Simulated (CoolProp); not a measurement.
Vapour-liquid equilibrium of R22 (1) + n-pentane (2) at 0.444 MPa; x and y are mole fractions of (1).

Values from CoolProp's multi-fluid Helmholtz-energy mixture model, Kamei 1995 and Thol 2019; pair parameters Bell 2016.

Give the bubble temperature and the first vapour's composition at x = 0.45, 0.75, 0.95. Is there an azeotrope?

x = 0.45: 284.7 K, y = 0.931; x = 0.75: 275.9 K, y = 0.967; x = 0.95: 271.0 K, y = 0.992. No azeotrope shows between x = 0.05 and 0.95.

The pair parameters rest on a limited set of measurements; away from them the model extrapolates.
